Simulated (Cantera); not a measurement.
A perfectly stirred reactor is fed with 1.96 % H2, 98.0 % O2, at 1.58 Torr; it is held at 1050 K, and followed from long to short residence time.

Computed with Cantera and GRI-Mech 3.0 (53 species, 325 reactions). Radical loss at walls, strong at low pressure, is not modelled.

x: mole fraction; the columns are a selection and need not sum to one.

| τ (s) | x H2 | x O2 | x O | x H2O | x H | x OH |
|---|---|---|---|---|---|---|
| 5.2 | 0.000131 | 0.975 | 0.00499 | 0.0191 | 0.000484 | [?] |
| 2.4 | 0.000203 | 0.972 | 0.00702 | 0.0187 | 0.000841 | [?] |
| 1.1 | 0.000321 | 0.970 | 0.00912 | 0.0183 | 0.00133 | [?] |
| 0.49 | 0.000537 | 0.968 | 0.0108 | 0.0177 | 0.00191 | [?] |
| 0.23 | 0.000911 | 0.967 | 0.0115 | 0.0169 | 0.00245 | [?] |
| 0.10 | 0.00171 | 0.967 | 0.0112 | 0.0157 | 0.00296 | [?] |
| 0.047 | 0.00308 | 0.968 | 0.0101 | 0.0141 | 0.00321 | [?] |
| 0.021 | 0.00573 | 0.970 | 0.00808 | 0.0114 | 0.00302 | 0.00192 |
| 0.0097 | 0.0101 | 0.973 | 0.00537 | 0.00759 | 0.00212 | 0.00178 |

Problem. Complete the blanks.

Solution. 
- 5.2, x OH: 0.000558
- 2.4, x OH: 0.000685
- 1.1, x OH: 0.000829
- 0.49, x OH: 0.00100
- 0.23, x OH: 0.00120
- 0.10, x OH: 0.00147
- 0.047, x OH: 0.00173
